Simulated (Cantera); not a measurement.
Charge: 1 mol C₂F₆, 0.051 mol HCl, held at 7.30 Pa.

Method: chemical equilibrium by Gibbs-energy minimisation in Cantera with the NASA 1993 tables (ideal gas, pure condensed phases). Candidate condensed phases: C, C₆H₆, C₇H₈, C₈H₁₈; 118 gas species. The feed counts by its element totals alone. Rates play no part.

x: gas mole fraction; n: condensed amount in mol.

```
T (K)    x F     x C₃    x CF₂    x CF      x C  n C(graphite)
-----  -----  -------  -------  ------  -------  -------------
2248   0.920  8.56e-5   0.0496  0.0126  4.82e-5           1.64
2323   0.938      [?]      [?]     [?]      [?]           1.73
2398   0.943      [?]      [?]     [?]      [?]           1.75
2473   0.940  0.00445  0.00887  0.0282  0.00157           1.68
2548   0.924   0.0142  0.00509  0.0349  0.00436           1.45
2623   0.882   0.0421  0.00284  0.0413   0.0114          0.777
2698   0.840   0.0708  0.00137  0.0406   0.0240              0
```

Task: Fill in the missing entries.

Result: 
- 2323, x C₃: 0.000349
- 2323, x CF₂: 0.0276
- 2323, x CF: 0.0170
- 2323, x C: 0.000166
- 2398, x C₃: 0.00130
- 2398, x CF₂: 0.0155
- 2398, x CF: 0.0222
- 2398, x C: 0.000528
